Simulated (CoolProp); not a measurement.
Properties of carbonyl sulfide along the isotherm 620 K (Tc = 378.8 K, pc = 63.69 bar, ω = 0.098).

Computed with CoolProp (reference Helmholtz-energy equation of state, Lemmon 2006). It is a short technical equation, of lower accuracy than the large ones.

```csv
p (bar),phase,density (kg/m³),cp (kJ/(kg K)),cv (kJ/(kg K)),isothermal compressibility (1/MPa),fugacity coefficient
24.5,gas,29.24,0.8859,0.7258,0.4177,0.9764
49,gas,59.84,0.9154,0.7306,0.2132,0.9540
73.5,supercritical,91.73,0.9477,0.7354,0.1446,0.9328
98,supercritical,124.8,0.9820,0.7402,0.1098,0.9129
122,supercritical,158.1,1.017,0.7448,0.08869,0.8945
147,supercritical,193.4,1.052,0.7492,0.07346,0.8768
171,supercritical,227.5,1.085,0.7531,0.06248,0.8612
196,supercritical,262.9,1.115,0.7567,0.05340,0.8463
220,supercritical,296.2,1.140,0.7597,0.04622,0.8334
245,supercritical,329.8,1.161,0.7624,0.03994,0.8214
269,supercritical,360.7,1.177,0.7646,0.03483,0.8113
294,supercritical,391.2,1.187,0.7666,0.03029,0.8021
318,supercritical,418.8,1.194,0.7683,0.02659,0.7946
```
